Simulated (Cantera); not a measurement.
## Reactions in the system Cr-H-N-O

Cantera with NASA thermochemical tables; ideal gases at 1 bar, condensed phases pure. Values are per mole of reaction as written; species without (g) are pure solids or liquids, kept so even where they would boil at 1 bar.

6 H2O(g) + 4 Cr2N + 3 O2(g) ⇌ 4 Cr2O3 + 4 NH3(g)

```csv
T (K),ΔH° (kJ),ΔS° (J/K),ΔG° (kJ),log10 K
675,-2760.1,-892.5,-2157.7,166.97
775,-2757.0,-888.1,-2068.7,139.42
875,-2754.1,-884.7,-1980.0,118.20
975,-2752.0,-882.4,-1891.7,101.34
1075,-2750.3,-880.7,-1803.5,87.63
1175,-2749.3,-879.8,-1715.5,76.26
1275,-2749.0,-879.5,-1627.6,66.68
1375,-2749.4,-879.9,-1539.6,58.49
1475,-2750.6,-880.7,-1451.6,51.40
1575,-2752.6,-882.0,-1363.4,45.22
1675,-2755.2,-883.6,-1275.2,39.77
```

2 Cr2N + 5 H2O2(g) ⇌ 2 Cr2O3 + 10 H(g) + 2 NO2(g)

```tsv
T (K)	ΔH° (kJ)	ΔS° (J/K)	ΔG° (kJ)	log10 K
675	959.9	594.8	558.4	-43.21
775	970.2	609.1	498.1	-33.57
875	979.5	620.4	436.6	-26.07
975	987.7	629.3	374.1	-20.04
1075	994.9	636.3	310.8	-15.10
1175	1001.1	641.9	246.9	-10.98
1275	1006.4	646.2	182.5	-7.48
1375	1010.9	649.6	117.7	-4.47
1475	1014.4	652.1	52.6	-1.86
1575	1017.2	653.9	-12.7	0.42
1675	1019.2	655.1	-78.1	2.44
```
